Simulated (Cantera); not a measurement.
**Equilibrium for iron carbonyl, mercury and lead vapours: PbO + CO + H2 + NH3**

A closed system holds: 1 mol PbO, 1.8 mol CO, 18 mol H2, 0.0041 mol NH3, at 1500 Torr.

Equilibrium computed with Cantera from the NASA thermochemical tables; the gas is ideal and each condensed phase is pure. Candidate condensed phases: C, C6H6, C7H8, C8H18, H2O, Pb, PbO, PbO2, Pb3O4; 139 gas species. The numbers say what is thermodynamically allowed, not how fast it happens.

```tsv
T (K)	x H2	x H2O	x CH4	x CO	x CO2	x Pb	x N2	n Pb(l)
725	0.716	0.173	0.111	1.32e-5	2.40e-5	1.69e-9	8.76e-5	1.00
775	0.717	0.172	0.111	0.000140	0.000170	1.24e-8	0.000103	1.00
825	0.720	0.169	0.109	0.00108	0.000904	7.17e-8	0.000111	1.000
875	0.733	0.158	0.100	0.00564	0.00320	3.37e-7	0.000114	1.000
925	0.761	0.133	0.0810	0.0182	0.00643	1.34e-6	0.000113	1.000
975	0.795	0.104	0.0554	0.0377	0.00785	4.58e-6	0.000110	1.000
1025	0.825	0.0786	0.0320	0.0576	0.00712	1.39e-5	0.000106	1.000
1075	0.844	0.0622	0.0159	0.0722	0.00572	3.80e-5	0.000104	0.999
1125	0.854	0.0535	0.00696	0.0806	0.00459	9.46e-5	0.000103	0.998
1175	0.859	0.0498	0.00286	0.0847	0.00384	0.000218	0.000102	0.996
1225	0.860	0.0484	0.00117	0.0865	0.00332	0.000467	0.000102	0.991
1275	0.860	0.0481	0.000500	0.0874	0.00294	0.000943	0.000102	0.981
1325	0.859	0.0480	0.000224	0.0879	0.00263	0.00180	0.000102	0.964
```
x: gas mole fraction; n: condensed amount in mol.

From 725 K to 1325 K the condensed part is Pb(l).
